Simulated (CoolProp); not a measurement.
Vapour-liquid equilibrium of CH2F2 (R32) (1) + R142b (2) at 259.6 K; x and y are mole fractions of (1).

Model: multi-fluid Helmholtz-energy mixture model, Tillner-Roth 1997 and Lemmon 2006; pair parameters Bell 2016, in CoolProp.

```json
[
 {"x": "0.05", "bubble pressure, mixture model (MPa)": "0.1110", "bubble pressure, Raoult's law (MPa)": "0.1059", "y, mixture model": "0.269", "y, Raoult's law": "0.243"},
 {"x": "0.2", "bubble pressure, mixture model (MPa)": "0.1922", "bubble pressure, Raoult's law (MPa)": "0.1703", "y, mixture model": "?", "y, Raoult's law": "0.604"},
 {"x": "0.35", "bubble pressure, mixture model (MPa)": "0.2679", "bubble pressure, Raoult's law (MPa)": "0.2348", "y, mixture model": "0.774", "y, Raoult's law": "0.766"},
 {"x": "0.5", "bubble pressure, mixture model (MPa)": "0.3335", "bubble pressure, Raoult's law (MPa)": "0.2993", "y, mixture model": "0.850", "y, Raoult's law": "0.859"},
 {"x": "0.65", "bubble pressure, mixture model (MPa)": "?", "bubble pressure, Raoult's law (MPa)": "0.3638", "y, mixture model": "0.900", "y, Raoult's law": "0.919"},
 {"x": "0.8", "bubble pressure, mixture model (MPa)": "?", "bubble pressure, Raoult's law (MPa)": "0.4282", "y, mixture model": "?", "y, Raoult's law": "0.961"},
 {"x": "0.95", "bubble pressure, mixture model (MPa)": "?", "bubble pressure, Raoult's law (MPa)": "0.4927", "y, mixture model": "0.984", "y, Raoult's law": "0.991"}
]
```

### Question
Fill in the missing entries.

### Answer

- 0.2, y, mixture model: 0.631
- 0.65, bubble pressure, mixture model (MPa): 0.3902
- 0.8, bubble pressure, mixture model (MPa): 0.4422
- 0.8, y, mixture model: 0.941
- 0.95, bubble pressure, mixture model (MPa): 0.4953

The largest gap from Raoult's law is +14.1 % in bubble pressure, at x = 0.35. No azeotrope shows between x = 0.05 and 0.95.

Pair parameters are fitted to limited data, so mixtures are less certain than the pure fluids.
